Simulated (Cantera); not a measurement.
Thermodynamics of silicon oxide and oxynitride deposition, feed TEOS + H2O + N2 + N2O

Input: 1 mol TEOS, 0.66 mol H2O, 5.3 mol N2, 0.37 mol N2O, equilibrated at 3100 Pa.

Cantera equilibrium calculation (NASA polynomials, part measured and part estimated; ideal gas, pure solids and liquids). Candidate condensed phases: C, C6H6, C7H8, C8H18, H2O, Si, SiC, SiO2, Si2N2O, Si3N4; 151 gas species. The feed counts by its element totals alone. Mutual solubility and eutectic melting of coexisting phases are not modelled. The tables hold silica as quartz up to 1696 K and as liquid above; real silica turns to tridymite and cristobalite and melts near 1996 K. The numbers say what is thermodynamically allowed, not how fast it happens.

From 877 °C to 952 °C the condensed part is C(graphite) + SiO2(β-quartz). At 977 °C the condensed part is C(graphite) + SiO2(β-quartz) + Si2N2O(s). From 1002 °C to 1177 °C the condensed part is C(graphite) + Si2N2O(s).

```
T (°C)  log p H2  log p N2  log p CO  log p HCN  log p CH4  log p H2O  log p H  log p SiO  n C(graphite)  n SiO2(β-quartz)  n Si2N2O(s)
------  --------  --------  --------  ---------  ---------  ---------  -------  ---------  -------------  ----------------  -----------
877        -1.77     -2.04     -2.31      -6.28      -5.17      -5.41    -8.01     -10.90           4.97              1.00            0
902        -1.77     -2.04     -2.31      -6.16      -5.25      -5.54    -7.80     -10.24           4.97              1.00            0
927        -1.77     -2.04     -2.31      -6.03      -5.34      -5.67    -7.59      -9.61           4.97              1.00            0
952        -1.77     -2.04     -2.31      -5.91      -5.42      -5.79    -7.39      -9.00           4.97             1.000            0
977        -1.77     -2.06     -2.26      -5.81      -5.51      -5.86    -7.20      -8.47           4.49             0.683        0.158
1002       -1.79     -2.10     -2.16      -5.74      -5.61      -5.88    -7.03      -8.06           3.47                 0        0.500
1027       -1.79     -2.10     -2.16      -5.63      -5.68      -5.99    -6.85      -7.73           3.47                 0        0.500
1052       -1.79     -2.10     -2.16      -5.53      -5.75      -6.09    -6.68      -7.42           3.47                 0        0.500
1077       -1.79     -2.10     -2.16      -5.43      -5.82      -6.19    -6.52      -7.11           3.47                 0        0.500
1102       -1.79     -2.10     -2.16      -5.34      -5.88      -6.29    -6.36      -6.82           3.47                 0        0.500
1127       -1.79     -2.10     -2.16      -5.25      -5.94      -6.38    -6.21      -6.54           3.47                 0        0.500
1152       -1.79     -2.10     -2.16      -5.16      -6.00      -6.47    -6.06      -6.27           3.47                 0        0.500
1177       -1.79     -2.10     -2.16      -5.08      -6.06      -6.55    -5.92      -6.00           3.46                 0        0.500
```
log p: log10 of the partial pressure in bar; n: condensed amount in mol.
